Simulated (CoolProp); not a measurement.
Model: reference Helmholtz-energy equation of state, Thol 2016, in CoolProp.

Question: Give the vapour pressure (MPa), vapour density (kg/m³) of saturated hexamethyldisiloxane (MM) at 46.95, 80.65 °C.

Answer: 
| T (°C) | p (MPa) | vapour density (kg/m³) |
|---|---|---|
| 46.95 | 0.0154 | 0.958 |
| 80.65 | 0.0547 | 3.15 |
